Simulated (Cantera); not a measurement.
A perfectly stirred reactor is fed with 0.406 % CO, 5.01 % O₂, 0.0586 % H₂O, 94.5 % N₂, at 170000 Pa; it is held at 1300 K, and followed from long to short residence time.

Model: GRI-Mech 3.0 (53 species, 325 reactions), integrated in Cantera.

### Question
Predict: x(CO) at τ = 0.430 s; x(O₂) at τ = 0.430 s; x(H₂O) at τ = 0.430 s; x(H) at τ = 0.430 s; x(N₂O) at τ = 0.430 s; x(CO) at τ = 32.0 ms; x(O₂) at τ = 32.0 ms; x(H₂O) at τ = 32.0 ms; x(H) at τ = 32.0 ms; x(N₂O) at τ = 32.0 ms.

### Answer
```json
{
  "x(CO) at τ = 0.430 s": "0.000227",
  "x(O₂) at τ = 0.430 s": "0.0483",
  "x(H₂O) at τ = 0.430 s": "0.000583",
  "x(H) at τ = 0.430 s": "1.06e-7",
  "x(N₂O) at τ = 0.430 s": "2.28e-6",
  "x(CO) at τ = 32.0 ms": "0.00115",
  "x(O₂) at τ = 32.0 ms": "0.0487",
  "x(H₂O) at τ = 32.0 ms": "0.000577",
  "x(H) at τ = 32.0 ms": "9.75e-7",
  "x(N₂O) at τ = 32.0 ms": "1.83e-6"
}
```
